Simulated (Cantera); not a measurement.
A closed system holds: 1 mol SiC, 0.0042 mol O2, 710 mol N2, equilibrated at 1 atm.

Method: chemical equilibrium by Gibbs-energy minimisation in Cantera with the NASA 1993 tables (ideal gas, pure condensed phases). Candidate condensed phases: C, Si, SiC, SiO2, Si2N2O, Si3N4; 34 gas species. N2 is the only nitrogen source here; it is nearly inert below about 1500 K, so the nitride shown seldom forms there in practice. Equilibrium is a limit: real reactors are often held back by kinetics, nucleation or transport. All values below are at 1473 K.

Base state: N2 1.000, CO 1.18e-5 (mole fractions); condensed: C(graphite) + Si3N4(s).

Task: What changes in the equilibrium state with this change: pressure from 1 atm to 13.3 mbar?

Result: 
```json
[
 {"species": "N2", "before": "1.000", "after": "1.000"},
 {"species": "CO", "before": "1.18e-5", "after": "1.17e-5"},
 {"species": "C(graphite), mol", "before": "0.992", "after": "0"},
 {"species": "Si3N4(s), mol", "before": "0.333", "after": "0.00274"},
 {"species": "SiC(s), mol", "before": "0", "after": "0.992"}
]
```
Mutual solubility and eutectic melting of coexisting phases are not modelled.
